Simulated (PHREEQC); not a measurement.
2 g of hydrous ferric oxide (600 m²/g; 0.2 weak and 0.005 strong sites per Fe, Dzombak-Morel constants, diffuse double layer) in 1 kg of water with 0.01 mol/kgw of an inert sodium salt and 0.00034 mol MgCl2, 0.0002 mol Ag2SO4 and 3.7e-05 mol Na2SO4, at 25 °C; the pH is set by adding NaOH or the inert anion's acid. Oxygen is held at 0.21 atm. CO2 from the air is kept out. Nothing may precipitate in this run.

All values are PHREEQC results (ion-association model, wateq4f.dat), not measurements.

```tsv
pH	Mg sorbed (%)	S sorbed (%)	Ag sorbed (%)	surface charge σ (C/m²)	surface potential ψ (mV)
4	0.0	100.0	0.4	0.205	176
4.38	0.0	100.0	1.1	0.163	166
4.75	0.0	99.9	2.8	0.127	153
5.12	0.0	99.8	6.2	0.095	139
5.88	0.1	98.1	17.7	0.049	106
6.25	0.3	93.2	23.0	0.034	89
6.62	1.3	78.6	27.4	0.024	72
7	5.9	50.4	32.0	0.016	55
7.38	22.0	22.4	39.0	0.010	39
7.75	54.3	7.5	49.3	0.006	23
8.12	83.8	2.0	62.8	0.002	6
8.88	99.2	0.1	87.8	-0.009	-33
9.25	99.8	0.0	94.1	-0.015	-53
9.62	100.0	0.0	97.3	-0.024	-72
10	100.0	0.0	98.8	-0.036	-90
```

Along this series the solution becomes supersaturated in solids that the run did not let form, among them Cerargyrite. Complexes and solids missing from the database can't appear.
